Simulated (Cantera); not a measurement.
Charge: 1 mol MgCl₂, 0.043 mol O₂, 0.26 mol N₂, at 1398.15 K and 668 Torr.

Cantera equilibrium calculation (NASA polynomials, part measured and part estimated; ideal gas, pure solids and liquids). Candidate condensed phases: Mg, MgCl₂, MgO; 18 gas species. Mutual solubility and eutectic melting of coexisting phases are not modelled. Equilibrium is a limit: real reactors are often held back by kinetics, nucleation or transport.

Base state: N₂ 0.656, Cl₂ 0.194, MgCl₂ 0.129, Cl 0.0131, O₂ 0.00803, NO 0.000128, ClO 3.12e-5 (mole fractions); condensed: MgCl₂(l) + MgO(s).

Q: What changes in the equilibrium state with this change: temperature from 1398.15 K to 1848.15 K?

A: 
| species | before | after |
|---|---|---|
| MgCl₂ | 0.129 | 0.717 |
| N₂ | 0.656 | 0.198 |
| Cl | 0.0131 | 0.0565 |
| Cl₂ | 0.194 | 0.0183 |
| O | 8.74e-8 | 1.93e-5 |
| NO | 0.000128 | 0.000512 |
| ClO | 3.12e-5 | 8.73e-5 |
| O₂ | 0.00803 | 0.00921 |
| MgCl₂(l), mol | 0.869 | 0 |
| MgO(s), mol | 0.0796 | 0.0611 |

Q: What changes in the equilibrium state with this change: pressure from 668 Torr to 1.20 Torr?

A: 
```tsv
species	before	after
MgCl₂	0.129	0.694
N₂	0.656	0.197
Cl	0.0131	0.0913
Cl₂	0.194	0.0170
ClO	3.12e-5	3.55e-6
O₂	0.00803	0.00119
NO	0.000128	2.69e-5
MgCl₂(l), mol	0.869	0
MgO(s), mol	0.0796	0.0828
```
